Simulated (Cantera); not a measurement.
# N₂O + O₂ + N₂ (abatement and gas-phase synthesis)

Feed: 1 mol N₂O, 0.051 mol O₂, 5.4 mol N₂, held at 3523.15 K and 1.00 Torr.

Cantera equilibrium calculation (NASA polynomials, part measured and part estimated; ideal gas, pure solids and liquids). Equilibrium is a limit: real reactors are often held back by kinetics, nucleation or transport.

```json
{
  "x(N₂)": "0.847",
  "x(O)": "0.145",
  "x(N)": "0.00623",
  "x(NO)": "0.00187",
  "x(O₂)": "0.000102",
  "gas_amount": "7.518 mol"
}
```
